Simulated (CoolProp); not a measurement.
The numbers come from the reference Helmholtz-energy equation of state, Smukala 2000 in CoolProp.

Task: For ethylene, give the phase and the density (kg/m³), fugacity coefficient at -41.45 °C and 18 MPa; 6.05 °C and 18 MPa; 37.75 °C and 18 MPa.

Result: 
- -41.45 °C and 18 MPa: liquid; density 502, fugacity coefficient 0.106
- 6.05 °C and 18 MPa: liquid; density 427, fugacity coefficient 0.267
- 37.75 °C and 18 MPa: supercritical; density 368, fugacity coefficient 0.397
